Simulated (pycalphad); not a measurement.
## Phase fractions of Al-3.91Mg-0.17Si (at.%)

CALPHAD calculation (pycalphad, COST 507 light-alloy database (1999)), 1 atm. The data set is of 1999 and partly superseded. Phase fractions are per mole of atoms. Diffusion is slow at the low end, where real alloys seldom reach equilibrium.

| T (K) | liquid | fcc | MG2SI | ALMG_BETA |
|---|---|---|---|---|
| 930 | 1.000 | - | - | - |
| 850 | - | 0.997 | 0.003 | - |
| 770 | - | 0.995 | 0.005 | - |
| 690 | - | 0.995 | 0.005 | - |
| 610 | - | 0.995 | 0.005 | - |
| 530 | - | 0.995 | 0.005 | - |
| 450 | - | 0.982 | 0.005 | 0.013 |
| 370 | - | 0.937 | 0.005 | 0.058 |

Database names, with the compositions (at.%) that they take in these runs: MG2SI: Mg 67 Si 33; ALMG_BETA: Al 61 Mg 39.
